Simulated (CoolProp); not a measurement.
Computed with CoolProp (reference Helmholtz-energy equation of state, Lemmon 2006). It is a short technical equation, of lower accuracy than the large ones.

Task: For isopentane, give the phase and the speed of sound (m/s), Joule-Thomson coefficient (K/MPa), isothermal compressibility (1/MPa), expansivity (1/kK) at 348.6 K and 1780 kPa; 348.6 K and 5070 kPa.

Result: 
- 348.6 K and 1780 kPa: liquid; speed of sound 742, Joule-Thomson coefficient -0.184, isothermal compressibility 0.00431, expansivity 2.11
- 348.6 K and 5070 kPa: liquid; speed of sound 786, Joule-Thomson coefficient -0.229, isothermal compressibility 0.00373, expansivity 1.92
